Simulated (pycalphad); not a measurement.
Source of the numbers: pycalphad with the COST 507 light-alloy database (1999); pressure 1 atm. The data set is of 1999 and partly superseded. Not assessed as a whole: an extrapolation from subsystems, which can miss ternary compounds.

# Al-1.07Sn-0.56Si (at.%): equilibrium cooling sequence

```json
[
 {"T (°C)": "650.2", "phases above": "LIQUID", "phases below": "FCC_A1 + LIQUID"},
 {"T (°C)": "469.5", "phases above": "FCC_A1 + LIQUID", "phases below": "DIAMOND_A4 + FCC_A1 + LIQUID"}
]
```

Changes were sought between steps of 40 K, so a narrower field can be missed.

FCC_A1 is fcc; DIAMOND_A4 is diamond (Si).
